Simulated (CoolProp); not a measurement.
Properties of ethylbenzene along the isotherm 620 K (Tc = 617.1 K, pc = 36.22 bar, ω = 0.304).

Values from CoolProp's reference Helmholtz-energy equation of state, Zhou 2012.

```csv
p (bar),phase,density (kg/m³),Joule-Thomson coefficient (K/MPa)
0.172,gas,0.3548,6.875
0.278,gas,0.5741,6.885
0.448,gas,0.9267,6.901
0.725,gas,1.504,6.927
1.17,gas,2.438,(withheld)
1.89,gas,3.966,7.040
3.06,gas,6.499,(withheld)
4.94,gas,10.70,7.366
7.98,gas,17.89,7.740
12.9,gas,30.77,8.484
20.8,gas,(withheld),10.27
33.6,gas,134.4,(withheld)
54.3,supercritical,476.1,1.909
```

Task: Complete the blanks.

Result: 
- 1.17, Joule-Thomson coefficient (K/MPa): 6.970
- 3.06, Joule-Thomson coefficient (K/MPa): 7.160
- 20.8, density (kg/m³): 56.18
- 33.6, Joule-Thomson coefficient (K/MPa): 18.13
